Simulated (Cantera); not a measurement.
Feed: 1 mol Si, 1.2 mol H₂O, 160 mol N₂, held at 1675 K and 300 Torr.

Equilibrium computed with Cantera from the NASA thermochemical tables; the gas is ideal and each condensed phase is pure. Candidate condensed phases: H₂O, Si, SiO₂, Si₂N₂O, Si₃N₄; 35 gas species. Mutual solubility and eutectic melting of coexisting phases are not modelled. The tables hold silica as quartz up to 1696 K and as liquid above; real silica turns to tridymite and cristobalite and melts near 1996 K. The numbers say what is thermodynamically allowed, not how fast it happens.

Base state: N₂ 0.992, H₂ 0.00744, SiO 0.000498, H 1.58e-5 (mole fractions); condensed: SiO₂(β-quartz) + Si₂N₂O(s).

**Question.** What changes in the equilibrium state with this change: temperature from 1675 K to 1873.15 K?

**Answer.** 
| species | before | after |
|---|---|---|
| N₂ | 0.992 | 0.988 |
| H₂ | 0.00744 | 0.00733 |
| SiO | 0.000498 | 0.00497 |
| H | 1.58e-5 | 8.75e-5 |
| H₂O | 5.86e-6 | 3.18e-5 |
| SiO₂(β-quartz), mol | 0.439 | 0 |
| Si₂N₂O(s), mol | 0.240 | 0 |
| SiO₂(condensed), mol | 0 | 0.195 |

**Question.** What changes in the equilibrium state with this change: pressure from 300 Torr to 62.3 Torr?

**Answer.** 
```
species                before    after
-------------------  --------  -------
N₂                      0.992    0.989
H₂                    0.00744  0.00740
SiO                  0.000498  0.00406
H                     1.58e-5  3.47e-5
SiO₂(β-quartz), mol     0.439    0.247
Si₂N₂O(s), mol          0.240   0.0479
```

**Question.** What changes in the equilibrium state with this change: temperature from 1675 K to 1900 K?

**Answer.** 
```
species                 before     after
--------------------  --------  --------
N₂                       0.992     0.988
H₂                     0.00744   0.00730
SiO                   0.000498   0.00499
H₂O                    5.86e-6   5.07e-5
H                      1.58e-5  0.000107
SiO₂(β-quartz), mol      0.439         0
Si₂N₂O(s), mol           0.240         0
SiO₂(condensed), mol         0     0.192
```
